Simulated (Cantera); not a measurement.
A perfectly stirred reactor is fed with N2O : O2 = 1 : 0.22 (molar parts), at 600 Torr; it is held at 1425 K, and followed from long to short residence time.

Model: GRI-Mech 3.0 (53 species, 325 reactions), integrated in Cantera. GRI-Mech 3.0 was tuned for natural gas; its chemistry of N2O as a main component is partial and can be far from experiment. The temperature is held fixed by assumption; the heat of reaction is taken as removed at once.

**Question.** What does this change do: temperature 1425 to 1100 K?

**Answer.** 
| quantity | before | after |
|---|---|---|
| x(N2O) at τ = 10.0 s | 0.00593 | 0.470 |
| x(O2) at τ = 10.0 s | 0.401 | 0.274 |
| x(NO) at τ = 10.0 s | 0.0310 | 0.0147 |
| x(N2) at τ = 10.0 s | 0.562 | 0.240 |
| x(O) at τ = 10.0 s | 4.79e-6 | 2.47e-7 |
| x(N2O) at τ = 0.280 s | 0.130 | 0.801 |
| x(O2) at τ = 0.280 s | 0.343 | 0.185 |
| x(NO) at τ = 0.280 s | 0.0748 | 0.000889 |
| x(N2) at τ = 0.280 s | 0.451 | 0.0127 |
| x(O) at τ = 0.280 s | 1.87e-5 | 3.13e-7 |
The mechanism lacks the step 2 NO + O2 → 2 NO2, which can matter for NO2 below about 1400 K.

**Question.** What does this change do: temperature 1425 to 1025 K?

**Answer.** 
```csv
quantity,before,after
x(N2O) at τ = 10.0 s,0.00593,0.725
x(O2) at τ = 10.0 s,0.401,0.206
x(NO) at τ = 10.0 s,0.0310,0.00296
x(N2) at τ = 10.0 s,0.562,0.0654
x(O) at τ = 10.0 s,4.79e-6,6.55e-8
x(N2O) at τ = 0.280 s,0.130,0.817
x(O2) at τ = 0.280 s,0.343,0.181
x(NO) at τ = 0.280 s,0.0748,9.96e-5
x(N2) at τ = 0.280 s,0.451,0.00212
x(O) at τ = 0.280 s,1.87e-5,6.94e-8
```
The mechanism lacks the step 2 NO + O2 → 2 NO2, which can matter for NO2 below about 1400 K.

**Question.** What does this change do: temperature 1425 to 1075 K?

**Answer.** 
```
quantity                before     after
---------------------  -------  --------
x(N2O) at τ = 10.0 s   0.00593     0.573
x(O2) at τ = 10.0 s      0.401     0.247
x(NO) at τ = 10.0 s     0.0310   0.00960
x(N2) at τ = 10.0 s      0.562     0.170
x(O) at τ = 10.0 s     4.79e-6   1.66e-7
x(N2O) at τ = 0.280 s    0.130     0.809
x(O2) at τ = 0.280 s     0.343     0.183
x(NO) at τ = 0.280 s    0.0748  0.000446
x(N2) at τ = 0.280 s     0.451   0.00725
x(O) at τ = 0.280 s    1.87e-5   1.94e-7
```
The mechanism lacks the step 2 NO + O2 → 2 NO2, which can matter for NO2 below about 1400 K.
